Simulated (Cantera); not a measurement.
**TiCl₄ + C₃H₈ (titanium nitride, carbide and oxide coatings)**

Feed: 1 mol TiCl₄, 0.087 mol C₃H₈, at 0.730 bar.

Equilibrium computed with Cantera from the NASA thermochemical tables; the gas is ideal and each condensed phase is pure. Candidate condensed phases: C, C₆H₆, C₇H₈, C₈H₁₈, Ti, TiC, TiCl₂, TiCl₃, TiCl₄; 96 gas species. The tables' values for TiCl₂ are old estimates; treat these amounts as uncertain. TiC: taken at fixed stoichiometry. Kinetics and transport are ignored.

From 1075 K to 1675 K the condensed part is C(graphite) + TiC(s). From 1750 K to 1975 K the condensed part is C(graphite). The main Ti-bearing gas is TiCl₄ at 1075 K and TiCl₃ at 1975 K.

```json
[
 {"T (K)": "1075", "x TiCl₄": "0.681", "x HCl": "0.0906", "x TiCl₃": "0.0234", "x H₂": "0.203", "x TiCl₂": "1.34e-7", "n C(graphite)": "0.236", "n TiC(s)": "0.0233"},
 {"T (K)": "1150", "x TiCl₄": "0.652", "x HCl": "0.123", "x TiCl₃": "0.0397", "x H₂": "0.185", "x TiCl₂": "7.08e-7", "n C(graphite)": "0.231", "n TiC(s)": "0.0293"},
 {"T (K)": "1225", "x TiCl₄": "0.615", "x HCl": "0.157", "x TiCl₃": "0.0621", "x H₂": "0.165", "x TiCl₂": "3.02e-6", "n C(graphite)": "0.227", "n TiC(s)": "0.0340"},
 {"T (K)": "1300", "x TiCl₄": "0.574", "x HCl": "0.191", "x TiCl₃": "0.0908", "x H₂": "0.144", "x TiCl₂": "1.08e-5", "n C(graphite)": "0.224", "n TiC(s)": "0.0365"},
 {"T (K)": "1375", "x TiCl₄": "0.527", "x HCl": "0.223", "x TiCl₃": "0.125", "x H₂": "0.124", "x TiCl₂": "3.30e-5", "n C(graphite)": "0.225", "n TiC(s)": "0.0361"},
 {"T (K)": "1450", "x TiCl₄": "0.479", "x HCl": "0.251", "x TiCl₃": "0.164", "x H₂": "0.106", "x TiCl₂": "8.88e-5", "n C(graphite)": "0.228", "n TiC(s)": "0.0326"},
 {"T (K)": "1525", "x TiCl₄": "0.429", "x HCl": "0.275", "x TiCl₃": "0.206", "x H₂": "0.0895", "x TiCl₂": "0.000214", "n C(graphite)": "0.235", "n TiC(s)": "0.0261"},
 {"T (K)": "1600", "x TiCl₄": "0.380", "x HCl": "0.294", "x TiCl₃": "0.249", "x H₂": "0.0758", "x TiCl₂": "0.000469", "n C(graphite)": "0.244", "n TiC(s)": "0.0172"},
 {"T (K)": "1675", "x TiCl₄": "0.333", "x HCl": "0.310", "x TiCl₃": "0.291", "x H₂": "0.0644", "x TiCl₂": "0.000948", "n C(graphite)": "0.254", "n TiC(s)": "0.00653"},
 {"T (K)": "1750", "x TiCl₄": "0.295", "x HCl": "0.327", "x TiCl₃": "0.324", "x H₂": "0.0525", "x TiCl₂": "0.00168", "n C(graphite)": "0.261", "n TiC(s)": "0"},
 {"T (K)": "1825", "x TiCl₄": "0.268", "x HCl": "0.347", "x TiCl₃": "0.342", "x H₂": "0.0398", "x TiCl₂": "0.00257", "n C(graphite)": "0.261", "n TiC(s)": "0"},
 {"T (K)": "1900", "x TiCl₄": "0.246", "x HCl": "0.363", "x TiCl₃": "0.357", "x H₂": "0.0296", "x TiCl₂": "0.00372", "n C(graphite)": "0.261", "n TiC(s)": "0"},
 {"T (K)": "1975", "x TiCl₄": "0.228", "x HCl": "0.375", "x TiCl₃": "0.367", "x H₂": "0.0215", "x TiCl₂": "0.00513", "n C(graphite)": "0.261", "n TiC(s)": "0"}
]
```
x: gas mole fraction; n: condensed amount in mol.
